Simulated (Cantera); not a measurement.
Fluorocarbon and chlorocarbon gases: C2F6 + H2

A closed system holds: 1 mol C2F6, 0.051 mol H2, at 1.50 Torr.

Method: chemical equilibrium by Gibbs-energy minimisation in Cantera with the NASA 1993 tables (ideal gas, pure condensed phases). Candidate condensed phases: C, C6H6, C7H8, C8H18; 95 gas species. The feed counts by its element totals alone. Gases not in the tables: C2F6 and larger saturated fluorocarbons. Equilibrium is a limit: real reactors are often held back by kinetics, nucleation or transport.

| T (°C) | log p CF4 | log p F | log p CF2 | log p HF | log p CF3 | n C(graphite) |
|---|---|---|---|---|---|---|
| 650 | -2.73 | -13.27 | -11.86 | -3.89 | -11.51 | 0.525 |
| 750 | -2.73 | -11.52 | -10.30 | -3.89 | -10.25 | 0.525 |
| 850 | -2.73 | -10.08 | -9.02 | -3.89 | -9.21 | 0.525 |
| 950 | -2.73 | -8.88 | -7.94 | -3.89 | -8.34 | 0.525 |
| 1050 | -2.73 | -7.86 | -7.04 | -3.89 | -7.61 | 0.525 |
| 1150 | -2.73 | -6.98 | -6.26 | -3.89 | -6.98 | 0.525 |
| 1250 | -2.73 | -6.22 | -5.59 | -3.89 | -6.43 | 0.525 |
| 1350 | -2.73 | -5.55 | -5.00 | -3.89 | -5.95 | 0.522 |
| 1450 | -2.74 | -4.96 | -4.48 | -3.89 | -5.54 | 0.514 |
| 1550 | -2.76 | -4.44 | -4.03 | -3.90 | -5.18 | 0.494 |
| 1650 | -2.81 | -3.98 | -3.65 | -3.93 | -4.88 | 0.447 |
| 1750 | -2.94 | -3.59 | -3.34 | -3.99 | -4.67 | 0.354 |
| 1850 | -3.20 | -3.27 | -3.14 | -4.10 | -4.60 | 0.219 |
| 1950 | -3.71 | -3.04 | -3.09 | -4.23 | -4.73 | 0.186 |
log p: log10 of the partial pressure in bar; n: condensed amount in mol.

From 650 °C to 1950 °C the condensed part is C(graphite). The main C-bearing gas is CF4 at 650 °C and CF2 at 1950 °C.
